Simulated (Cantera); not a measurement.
Feed: 1 mol B, 0.084 mol H2O, 120 mol H2, equilibrated at 1477 °C and 0.00133 bar.

Method: chemical equilibrium by Gibbs-energy minimisation in Cantera with the NASA 1993 tables (ideal gas, pure condensed phases). Candidate condensed phases: B, B2O3, B3O3H3, H2O; 23 gas species. The tables' values for BH2 are old estimates; treat these amounts as uncertain. The numbers say what is thermodynamically allowed, not how fast it happens.

Base state: H2 0.993, H 0.00635, HBO 0.000619, BH2 8.95e-5, BO 7.46e-5 (mole fractions); condensed: B(s).

Task: What changes in the equilibrium state with this change: pressure from 0.00133 bar to 0.00390 bar?

Result: 
```csv
species,before,after
H2,0.993,0.995
H,0.00635,0.00372
HBO,0.000619,0.000648
BO,7.46e-5,4.56e-5
BH2,8.95e-5,8.98e-5
"B(s), mol",0.905,0.905
```
